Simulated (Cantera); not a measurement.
Input: 1 mol Si3N4, 0.043 mol C, 0.57 mol N2, equilibrated at 13.3 mbar.

Equilibrium computed with Cantera from the NASA thermochemical tables; the gas is ideal and each condensed phase is pure. Candidate condensed phases: C, Si, SiC, Si3N4; 20 gas species. Mutual solubility and eutectic melting of coexisting phases are not modelled. Equilibrium is a limit: real reactors are often held back by kinetics, nucleation or transport.

### Question
What share of the Si ends up in condensed phases as a function of T (°C), at 1975, 2050, 2125, 2200, 2275, 2350, 2425, 2500, 2575, 2650?

### Answer
```csv
T (°C),Si condensed (%),as
1975,95.1,Si(l) + SiC(s)
2050,89.7,Si(l) + SiC(s)
2125,79.0,Si(l)
2200,57.7,Si(l)
2275,0.0,-
2350,0.0,-
2425,0.0,-
2500,0.0,-
2575,0.0,-
2650,0.0,-
```
